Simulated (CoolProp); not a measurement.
Vapour-liquid equilibrium of propane (1) + R134a (2) at 329.7 K; x and y are mole fractions of (1).

Computed with CoolProp (multi-fluid Helmholtz-energy mixture model, Lemmon 2009 and Tillner-Roth 1994; pair parameters Bell 2016).

**Question.** Give the bubble pressure and the first vapour's composition at x = 0.05, 0.15, 0.55. Is there an azeotrope?

**Answer.** x = 0.05: 1741 kPa, y = 0.119; x = 0.15: 2032 kPa, y = 0.273; x = 0.55: 2472 kPa, y = 0.567. y crosses x between x = 0.55 and 0.65: the model has an azeotrope there.

Pair parameters are fitted to limited data, so mixtures are less certain than the pure fluids.
